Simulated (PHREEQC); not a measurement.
Na2CO3 is added in steps, without added water, to 1 kg of water holding 0.022 mol/kgw HBr, 0.027 mol/kgw CuSO4 and 0.00014 mol/kgw MgCl2, at 25 °C. Oxygen is held at 0.21 atm. CO2 from the air is kept out. Only these solids could form: Brucite, Nesquehonite, Tenorite, Malachite, Brochantite, Antlerite, Atacamite, Halite, Mirabilite, Epsomite, Chalcanthite, Nahcolite, Natron.

Base run: PHREEQC, ion-association model, wateq4f.dat. Each further column changes one thing. The table gives pH.

| Na2CO3 added (mol) | base | Debye-Hückel limiting law | all activity coefficients set to 1 | metal-ligand complexes left out |
|---|---|---|---|---|
| 0 | 1.91 | 1.96 | 1.84 | 1.97 |
| 0.0144 | 4.29 | 4.46 | 4.18 | 4.15 |
| 0.0288 | 4.67 | 4.70 | 4.77 | 4.65 |
| 0.0432 | 5.96 | 5.91 | 6.07 | 5.97 |
| 0.0528 | 6.70 | 6.64 | 6.81 | 6.71 |
| 0.0672 | 8.66 | 8.57 | 8.76 | 8.69 |
| 0.0816 | 8.79 | 8.69 | 8.90 | 8.84 |
| 0.096 | 9.09 | 8.91 | 9.19 | 9.35 |

The database's constant for dissolved Cu(OH)2 is higher than later reviews accept.
